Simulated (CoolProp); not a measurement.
A simple Rankine cycle with water: condensing at 327.15 K, boiler at 0.97 MPa, turbine inlet 466.7 K, turbine efficiency 0.9, pump efficiency 0.7, no recuperator. Each further row changes one setting.

Computed with CoolProp (reference Helmholtz-energy equation of state, Wagner 2002).

| case | thermal efficiency (%) | net work (kJ/kg) | heat in (kJ/kg) | turbine exit temperature (K) | volume ratio over the turbine |
|---|---|---|---|---|---|
| as stated | 22.6 | 584 | 2590 | 327.1 | (withheld) |
| turbine inlet 486.7 K | 22.7 | 597 | (withheld) | 327.1 | 39.0 |
| condensing temperature 319.15 K | (withheld) | 627 | (withheld) | 319.1 | (withheld) |
| boiler pressure 0.679 MPa | 20.8 | 543 | (withheld) | 327.1 | 28.5 |
| turbine efficiency 0.8 | 20.1 | 519 | 2590 | 327.1 | (withheld) |

### Question
What belongs in the gaps?

### Answer

- as stated, volume ratio over the turbine: 40.4
- turbine inlet 486.7 K, heat in (kJ/kg): 2630
- condensing temperature 319.15 K, thermal efficiency (%): 23.9
- condensing temperature 319.15 K, heat in (kJ/kg): 2620
- condensing temperature 319.15 K, volume ratio over the turbine: 57.9
- boiler pressure 0.679 MPa, heat in (kJ/kg): 2600
- turbine efficiency 0.8, volume ratio over the turbine: 41.7

The expansion ends wet for: as stated; turbine inlet 486.7 K; condensing temperature 319.15 K; boiler pressure 0.679 MPa; turbine efficiency 0.8.
